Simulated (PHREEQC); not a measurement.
1 kg of water holding 0.0069 mol Na2CO3, 0.29 mol KCl, 0.15 mol NaCl and 0.004 mol NaHCO3 is evaporated at 25 °C; the solids stay in contact with the brine. CO2 is held at log p = -3.4 (atm). Solids allowed: Halite, Kalicinite, Nahcolite, Natron, Sylvite, Trona. Others were left out.

All values are PHREEQC results (Pitzer model, pitzer.dat), not measurements.

```json
[
 {"water left (kg)": "0.9999", "ionic strength": "0.461", "water activity": "0.985", "Sylvite (mol)": "0", "Halite (mol)": "0", "Trona (mol)": "0", "C in solution (mol/kgw)": "0.0148", "Na in solution (mol/kgw)": "0.168"},
 {"water left (kg)": "0.8218", "ionic strength": "0.561", "water activity": "0.982", "Sylvite (mol)": "0", "Halite (mol)": "0", "Trona (mol)": "0", "C in solution (mol/kgw)": "0.0176", "Na in solution (mol/kgw)": "0.204"},
 {"water left (kg)": "0.5552", "ionic strength": "0.832", "water activity": "0.974", "Sylvite (mol)": "0", "Halite (mol)": "0", "Trona (mol)": "0", "C in solution (mol/kgw)": "0.0247", "Na in solution (mol/kgw)": "0.302"},
 {"water left (kg)": "0.4563", "ionic strength": "1.01", "water activity": "0.968", "Sylvite (mol)": "0", "Halite (mol)": "0", "Trona (mol)": "0", "C in solution (mol/kgw)": "0.0292", "Na in solution (mol/kgw)": "0.368"},
 {"water left (kg)": "0.375", "ionic strength": "1.23", "water activity": "0.961", "Sylvite (mol)": "0", "Halite (mol)": "0", "Trona (mol)": "0", "C in solution (mol/kgw)": "0.0345", "Na in solution (mol/kgw)": "0.447"},
 {"water left (kg)": "0.3082", "ionic strength": "1.50", "water activity": "0.953", "Sylvite (mol)": "0", "Halite (mol)": "0", "Trona (mol)": "0", "C in solution (mol/kgw)": "0.0408", "Na in solution (mol/kgw)": "0.544"},
 {"water left (kg)": "0.2082", "ionic strength": "2.23", "water activity": "0.929", "Sylvite (mol)": "0", "Halite (mol)": "0", "Trona (mol)": "0", "C in solution (mol/kgw)": "0.0570", "Na in solution (mol/kgw)": "0.806"},
 {"water left (kg)": "0.1711", "ionic strength": "2.71", "water activity": "0.913", "Sylvite (mol)": "0", "Halite (mol)": "0", "Trona (mol)": "0", "C in solution (mol/kgw)": "0.0675", "Na in solution (mol/kgw)": "0.981"},
 {"water left (kg)": "0.1406", "ionic strength": "3.30", "water activity": "0.893", "Sylvite (mol)": "0", "Halite (mol)": "0", "Trona (mol)": "0", "C in solution (mol/kgw)": "0.0801", "Na in solution (mol/kgw)": "1.19"},
 {"water left (kg)": "0.09502", "ionic strength": "4.89", "water activity": "0.837", "Sylvite (mol)": "0", "Halite (mol)": "0", "Trona (mol)": "0", "C in solution (mol/kgw)": "0.114", "Na in solution (mol/kgw)": "1.77"},
 {"water left (kg)": "0.07809", "ionic strength": "5.83", "water activity": "0.803", "Sylvite (mol)": "0.00999", "Halite (mol)": "0", "Trona (mol)": "0", "C in solution (mol/kgw)": "0.137", "Na in solution (mol/kgw)": "2.15"},
 {"water left (kg)": "0.06419", "ionic strength": "6.07", "water activity": "0.793", "Sylvite (mol)": "0.0755", "Halite (mol)": "0", "Trona (mol)": "0", "C in solution (mol/kgw)": "0.164", "Na in solution (mol/kgw)": "2.61"},
 {"water left (kg)": "0.05277", "ionic strength": "6.38", "water activity": "0.779", "Sylvite (mol)": "0.129", "Halite (mol)": "0", "Trona (mol)": "0", "C in solution (mol/kgw)": "0.197", "Na in solution (mol/kgw)": "3.18"},
 {"water left (kg)": "0.03566", "ionic strength": "7.27", "water activity": "0.739", "Sylvite (mol)": "0.206", "Halite (mol)": "0", "Trona (mol)": "0", "C in solution (mol/kgw)": "0.283", "Na in solution (mol/kgw)": "4.71"},
 {"water left (kg)": "0.02932", "ionic strength": "7.73", "water activity": "0.718", "Sylvite (mol)": "0.229", "Halite (mol)": "0.00957", "Trona (mol)": "0", "C in solution (mol/kgw)": "0.341", "Na in solution (mol/kgw)": "5.40"},
 {"water left (kg)": "0.02409", "ionic strength": "7.85", "water activity": "0.717", "Sylvite (mol)": "0.240", "Halite (mol)": "0.0362", "Trona (mol)": "0", "C in solution (mol/kgw)": "0.412", "Na in solution (mol/kgw)": "5.46"},
 {"water left (kg)": "0.01629", "ionic strength": "8.18", "water activity": "0.714", "Sylvite (mol)": "0.257", "Halite (mol)": "0.0760", "Trona (mol)": "0", "C in solution (mol/kgw)": "0.601", "Na in solution (mol/kgw)": "5.63"},
 {"water left (kg)": "0.01338", "ionic strength": "8.33", "water activity": "0.713", "Sylvite (mol)": "0.263", "Halite (mol)": "0.0904", "Trona (mol)": "0.000304", "C in solution (mol/kgw)": "0.691", "Na in solution (mol/kgw)": "5.72"},
 {"water left (kg)": "0.01096", "ionic strength": "8.33", "water activity": "0.713", "Sylvite (mol)": "0.268", "Halite (mol)": "0.101", "Trona (mol)": "0.00132", "C in solution (mol/kgw)": "0.691", "Na in solution (mol/kgw)": "5.72"},
 {"water left (kg)": "0.008961", "ionic strength": "8.33", "water activity": "0.713", "Sylvite (mol)": "0.272", "Halite (mol)": "0.110", "Trona (mol)": "0.00216", "C in solution (mol/kgw)": "0.691", "Na in solution (mol/kgw)": "5.72"},
 {"water left (kg)": "0.005971", "ionic strength": "8.33", "water activity": "0.713", "Sylvite (mol)": "0.278", "Halite (mol)": "0.123", "Trona (mol)": "0.00342", "C in solution (mol/kgw)": "0.691", "Na in solution (mol/kgw)": "5.72"},
 {"water left (kg)": "0.00487", "ionic strength": "8.33", "water activity": "0.713", "Sylvite (mol)": "0.280", "Halite (mol)": "0.128", "Trona (mol)": "0.00388", "C in solution (mol/kgw)": "0.691", "Na in solution (mol/kgw)": "5.72"}
]
```

Sylvite from water left = 0.07809 kg (pH 9.58); Halite from water left = 0.02932 kg (pH 9.65); Trona from water left = 0.01338 kg (pH 9.83).
